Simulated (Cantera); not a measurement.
Feed: 1 mol CH3F, 2 mol HCl, 18 mol H2, equilibrated at 37.0 Pa.

These are equilibrium values from Cantera (NASA tables, ideal gas, pure condensed phases), not measurements of a reactor. Candidate condensed phases: C, C6H6, C7H8, C8H18; 135 gas species. Ions and electrons are included (thermal ionisation). The numbers say what is thermodynamically allowed, not how fast it happens.

**Question.** Which condensed phases are stable at each of these points (T (K)): 2000, 2250, 2500, 2750, 3000, 3250, 3500, 3750, 4000, 4250, 4500, 4750, 5000?

**Answer.** 
| T (K) | condensed phases | C condensed (%) |
|---|---|---|
| 2000 | C(graphite) | 97.2 |
| 2250 | C(graphite) | 89.3 |
| 2500 | C(graphite) | 61.9 |
| 2750 | gas only | 0.0 |
| 3000 | gas only | 0.0 |
| 3250 | gas only | 0.0 |
| 3500 | gas only | 0.0 |
| 3750 | gas only | 0.0 |
| 4000 | gas only | 0.0 |
| 4250 | gas only | 0.0 |
| 4500 | gas only | 0.0 |
| 4750 | gas only | 0.0 |
| 5000 | gas only | 0.0 |

From 2000 K to 2500 K the condensed part is C(graphite). From 2750 K to 5000 K nothing is condensed.
